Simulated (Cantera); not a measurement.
Transport properties of process gases

Gas mixture: 36.0 % O2, 14.8 % CO2, 49.2 % NO, at 0.143 Torr, frozen composition.

Cantera's kinetic-theory transport with the Lennard-Jones parameters of GRI-Mech 3.0, ideal gas; thermal conductivity in the mixture-averaged form.

```json
[
 {"T (K)": "400", "ρ (kg/m³)": "0.000187", "cp (J/kg/K)": "966.4", "μ (µPa s)": "23.3", "λ (mW/m/K)": "31.7", "Pr": "0.711", "D (cm²/s) H2O": "1990", "D (cm²/s) N2": "1750", "D (cm²/s) O": "2740"},
 {"T (K)": "500", "ρ (kg/m³)": "0.000150", "cp (J/kg/K)": "1000", "μ (µPa s)": "27.5", "λ (mW/m/K)": "38.7", "Pr": "0.710", "D (cm²/s) H2O": "3040", "D (cm²/s) N2": "2570", "D (cm²/s) O": "4020"},
 {"T (K)": "600", "ρ (kg/m³)": "0.000125", "cp (J/kg/K)": "1034", "μ (µPa s)": "31.3", "λ (mW/m/K)": "45.6", "Pr": "0.711", "D (cm²/s) H2O": "4270", "D (cm²/s) N2": "3510", "D (cm²/s) O": "5480"},
 {"T (K)": "700", "ρ (kg/m³)": "0.000107", "cp (J/kg/K)": "1066", "μ (µPa s)": "34.8", "λ (mW/m/K)": "52.1", "Pr": "0.713", "D (cm²/s) H2O": "5660", "D (cm²/s) N2": "4550", "D (cm²/s) O": "7110"},
 {"T (K)": "800", "ρ (kg/m³)": "9.37e-5", "cp (J/kg/K)": "1094", "μ (µPa s)": "38.2", "λ (mW/m/K)": "58.5", "Pr": "0.714", "D (cm²/s) H2O": "7190", "D (cm²/s) N2": "5700", "D (cm²/s) O": "8900"},
 {"T (K)": "900", "ρ (kg/m³)": "8.33e-5", "cp (J/kg/K)": "1118", "μ (µPa s)": "41.3", "λ (mW/m/K)": "64.6", "Pr": "0.715", "D (cm²/s) H2O": "8860", "D (cm²/s) N2": "6950", "D (cm²/s) O": "10800"},
 {"T (K)": "1000", "ρ (kg/m³)": "7.49e-5", "cp (J/kg/K)": "1138", "μ (µPa s)": "44.3", "λ (mW/m/K)": "70.5", "Pr": "0.716", "D (cm²/s) H2O": "10700", "D (cm²/s) N2": "8290", "D (cm²/s) O": "12900"}
]
```
D: mixture-averaged diffusion coefficient of that species in the mixture.
